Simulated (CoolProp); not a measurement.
Sulfur dioxide at 494.62 K and 27.2 MPa is throttled through a valve to 2.51 MPa with no heat exchange. Each further row changes one setting.

Values from CoolProp's reference Helmholtz-energy equation of state, Gao 2016.

```
case                       temperature change (K)                       final phase  final density (kg/m³)
-------------------------  ----------------------  --------------------------------  ---------------------
as stated                                       …                                 …                   93.8
outlet pressure 0.753 MPa                       …                                 …                      …
outlet pressure 3.26 MPa                        …  two-phase, vapour fraction 0.701                      …
```

Question: What belongs in the gaps?

Answer: 
- as stated, temperature change (K): -126.4
- as stated, final phase: two-phase, vapour fraction 0.720
- outlet pressure 0.753 MPa, temperature change (K): -175.4
- outlet pressure 0.753 MPa, final phase: two-phase, vapour fraction 0.796
- outlet pressure 0.753 MPa, final density (kg/m³): 25.4
- outlet pressure 3.26 MPa, temperature change (K): -113.6
- outlet pressure 3.26 MPa, final density (kg/m³): 128
